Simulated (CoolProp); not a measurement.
Oxygen at 298.15 K and 14.8 MPa flows at 14 m/s in a round tube of 12.7 mm bore and 1.5 µm roughness, fully developed (64/Re and Nu = 3.66 if laminar; Colebrook and Gnielinski if turbulent). Each further row changes one setting.

Computed with CoolProp (reference Helmholtz-energy equation of state, Schmidt 1985).

| case | Reynolds number | Darcy friction factor | pressure drop (Pa/m) | heat-transfer coefficient (W/(m² K)) | mass flow (kg/h) |
|---|---|---|---|---|---|
| as stated | 1450000 | 0.0133 | 20900 | 5850 | 1290 |
| velocity 28 m/s | 2910000 | 0.0129 | 80600 | 11300 | 2590 |
| diameter 25.4 mm | 2910000 | 0.0117 | 9150 | 5110 | 5170 |

Viscosity comes from a separate model (Lemmon 2004). Thermal conductivity comes from a separate model (Lemmon 2004).
